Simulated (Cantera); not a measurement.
Input: 1 mol B2H6, 0.083 mol O2, at 1675 K and 100 Torr.

Cantera equilibrium calculation (NASA polynomials, part measured and part estimated; ideal gas, pure solids and liquids). Candidate condensed phases: B, B2O3, B3O3H3, H2O; 23 gas species. The feed counts by its element totals alone. The tables' values for BH2 are old estimates; treat these amounts as uncertain. Rates play no part.

Base state: H2 0.956, HBO 0.0345, B2O2 0.00606, B2O3 0.00116, HBO2 0.000814, B3O3H3 0.000665, H 0.000311, BO 0.000231 (mole fractions); condensed: B(s).

Question: What changes in the equilibrium state with this change: O2 from 0.083 to 0.062 mol?

Answer: 
| species | before | after |
|---|---|---|
| H2 | 0.956 | 0.966 |
| HBO | 0.0345 | 0.0282 |
| B2O2 | 0.00606 | 0.00403 |
| B2O3 | 0.00116 | 0.000626 |
| B3O3H3 | 0.000665 | 0.000365 |
| B(s), mol | 1.84 | 1.88 |

Question: What changes in the equilibrium state with this change: 0.054 mol Cl2 added?

Answer: 
```
species      before     after
---------  --------  --------
H2            0.956     0.924
HBO          0.0345    0.0332
HCl               0    0.0329
BOCl              0   0.00136
BCl               0  0.000149
BCl3              0   1.87e-5
BCl2              0   1.55e-5
B3O3H3     0.000665  0.000594
B2O3        0.00116   0.00109
B(s), mol      1.84      1.84
```
The tables' values for BOCl, BCl, BH2, BCl2 are old estimates; treat these amounts as uncertain.

Question: What changes in the equilibrium state with this change: temperature from 1675 K to 1200 K?

Answer: 
```csv
species,before,after
H2,0.956,0.997
B3O3H3,0.000665,0.00249
HBO,0.0345,0.000162
B2O2,0.00606,5.43e-7
BO,0.000231,3.83e-9
B2O3,0.00116,6.90e-8
H,0.000311,5.40e-7
HBO2,0.000814,1.69e-6
"B(s), mol",1.84,1.88
"B2O3(l), mol",0,0.0477
```
Mutual solubility and eutectic melting of coexisting phases are not modelled.
